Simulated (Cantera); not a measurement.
Charge: 1 mol Ta(OEt)₅, 3.4 mol CO₂, at 14.0 mbar.

Equilibrium computed with Cantera from the NASA thermochemical tables; the gas is ideal and each condensed phase is pure. Candidate condensed phases: C, C₆H₆, C₇H₈, C₈H₁₈, H₂O, Ta, TaC, Ta₂O₅; 113 gas species. The feed counts by its element totals alone. TaC: taken at fixed stoichiometry. Condensed phases not in the tables: Ta₂C. Kinetics and transport are ignored.

x: gas mole fraction; n: condensed amount in mol.

```
T (K)   x H₂   x CO    x CO₂    x H₂O       x H  n C(graphite)  n Ta₂O₅(s)  n TaC(s)
-----  -----  -----  -------  -------  --------  -------------  ----------  --------
948    0.573  0.418  0.00429  0.00325   3.36e-9           4.25       0.500         0
1048   0.573  0.425        …        …         …           4.12       0.500         0
1148   0.514  0.485        …        …         …          0.605           0      1.00
1248   0.514  0.486  3.26e-5  5.38e-5   2.83e-6          0.601           0      1.00
1348   0.514  0.486  9.84e-6  2.04e-5   1.40e-5          0.600           0      1.00
1448   0.514  0.486  3.53e-6  8.86e-6   5.59e-5          0.600           0      1.00
1548   0.514  0.486  1.45e-6  4.29e-6  0.000187          0.600           0      1.00
1648   0.514  0.485  6.70e-7  2.27e-6  0.000540          0.599           0      1.00
1748   0.513  0.485  3.39e-7  1.30e-6   0.00138          0.597           0      1.00
```

Problem. Some entries are withheld; supply them.

Solution. 
- 1148, x CO₂: 0.000134
- 1148, x H₂O: 0.000168
- 1148, x H: 4.34e-7
- 1048, x CO₂: 0.000562
- 1048, x H₂O: 0.000638
- 1048, x H: 4.94e-8
